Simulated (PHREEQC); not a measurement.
Make-up at 20 °C: 0.16 mol Na2SO4 and 1.1 mol KCl per kg of water. Closed to the air; pH follows from the charge balance.

The numbers come from PHREEQC with the Pitzer model, pitzer.dat.

No solid was allowed to form.

Task: Predict the activity of water, osmotic coefficient.

Result: activity of water 0.959; osmotic coefficient 0.859.

Species that the database lacks are ignored.
